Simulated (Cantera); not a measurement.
## Low-pressure radical oxidation in H2/O2

An isothermal, constant-pressure homogeneous reactor starts with H2 : O2 : H2O = 0.061 : 1 : 0.077 (molar parts), equivalence ratio 0.030, at 1425 K and 0.00600 bar.

Computed with Cantera and the H2/O2 subset of GRI-Mech 3.0, which has no nitrogen chemistry. Radical loss at walls, strong at low pressure, is not modelled. The temperature is held fixed by assumption; the heat of reaction is taken as removed at once.

| t (s) | x H2 | x O2 | x H | x O | x OH |
|---|---|---|---|---|---|
| 3.00e-5 | 0.0536 | 0.879 | 1.60e-8 | 5.49e-9 | 5.92e-9 |
| 6.31e-5 | 0.0536 | 0.879 | 2.83e-8 | 2.02e-8 | 2.05e-8 |
| 0.000133 | 0.0536 | 0.879 | 5.46e-8 | 7.09e-8 | 6.83e-8 |
| 0.000279 | 0.0536 | 0.879 | 1.55e-7 | 2.90e-7 | 2.66e-7 |
| 0.000588 | 0.0536 | 0.879 | 1.06e-6 | 2.29e-6 | 2.05e-6 |
| 0.00124 | 0.0534 | 0.879 | 5.11e-5 | 0.000113 | 0.000101 |
| 0.00260 | 0.00793 | 0.842 | 0.00877 | 0.0267 | 0.0113 |
| 0.00548 | 0.00210 | 0.836 | 0.00824 | 0.0335 | 0.00949 |
| 0.0115 | 0.00205 | 0.837 | 0.00790 | 0.0325 | 0.00937 |
| 0.0242 | 0.00194 | 0.840 | 0.00723 | 0.0306 | 0.00912 |
| 0.0510 | 0.00173 | 0.844 | 0.00602 | 0.0271 | 0.00863 |
| 0.107 | 0.00137 | 0.850 | 0.00418 | 0.0212 | 0.00772 |
| 0.226 | 0.000879 | 0.859 | 0.00210 | 0.0134 | 0.00621 |
| 0.475 | 0.000417 | 0.867 | 0.000674 | 0.00627 | 0.00430 |
| 1.00 | 0.000147 | 0.872 | 0.000139 | 0.00219 | 0.00256 |
x: mole fraction; the columns are a selection and need not sum to one.

Equilibrium at this temperature and pressure: H2 1.14e-6, O2 0.875, H 9.46e-8, O 1.69e-5, OH 0.000226 (gas phase only).
